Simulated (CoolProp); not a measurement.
Vapour-liquid equilibrium of R125 (1) + propylene (2) at 8.91 bar; x and y are mole fractions of (1).

Model: multi-fluid Helmholtz-energy mixture model, Lemmon 2005 and Lemmon 2013; pair parameters Bell 2016, in CoolProp.

```
x     bubble temperature, mixture model (K)  bubble temperature, Raoult's law (K)  y, mixture model  y, Raoult's law
----  -------------------------------------  ------------------------------------  ----------------  ---------------
0.05                                  285.2                                 287.8             0.106            0.058
0.15                                  281.4                                 287.1             0.255            0.172
0.25                                  279.1                                 286.5             0.356            0.281
0.35                                  277.8                                 285.9             0.432            0.387
0.45                                  277.1                                 285.4             0.496            0.489
0.55                                  276.8                                 284.8             0.557            0.589
0.65                                  276.9                                 284.3             0.622            0.685
0.75                                  277.5                                 283.7             0.697            0.778
0.85                                  278.8                                 283.2             0.791            0.869
0.95                                  280.9                                 282.7             0.918            0.957
```

The largest gap from Raoult's law is -8.3 K in bubble temperature, at x = 0.45. y crosses x between x = 0.55 and 0.65: the model has an azeotrope there.

Pair parameters are fitted to limited data, so mixtures are less certain than the pure fluids.
